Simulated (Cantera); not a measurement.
Charge: 1 mol SiCl4, a varied amount of Cl2, 180 mol H2, held at 15000 Pa.

These are equilibrium values from Cantera (NASA tables, ideal gas, pure condensed phases), not measurements of a reactor. Candidate condensed phases: Si; 19 gas species. The tables' values for SiCl3 are old estimates. Equilibrium is a limit: real reactors are often held back by kinetics, nucleation or transport.

Stable condensed phases, one row left out:

```
T in K \ n(Cl2) in mol
          0.04 0.051 0.066 0.085  0.11  0.14  0.18  0.23   0.3  0.39   0.5
   1400      A     A     A     A     A     A     A     A     A     A     A
   1350      A     A     A     A     A     A     A     A     A     A     A
   1300      A     A     A     A     A     A     A     A     A     A     A
   1250      A     A     A     A     A     A     A     A     A     A     A
   1200      A     A     A     A     A     A     A     A     A     A     A
   1150      A     A     A     A     A     A     A     A     A     A     A
   1100      A     A     A     A     A     A     A     A     A     A     A
   1050      A     A     A     A     A     A     A     A     A     A     A
   1000      A     A     A     A     A     A     A     A     A     A     B
    950      A     A     A     A     A     A     B     B     B     B     B
    850      B     B     B     B     B     B     B     B     B     B     B
```

A: Si; B: gas only.

### Question
Give the row for 900 K.

### Answer
0.04: gas only; 0.051: gas only; 0.066: gas only; 0.085: gas only; 0.11: gas only; 0.14: gas only; 0.18: gas only; 0.23: gas only; 0.3: gas only; 0.39: gas only; 0.5: gas only.
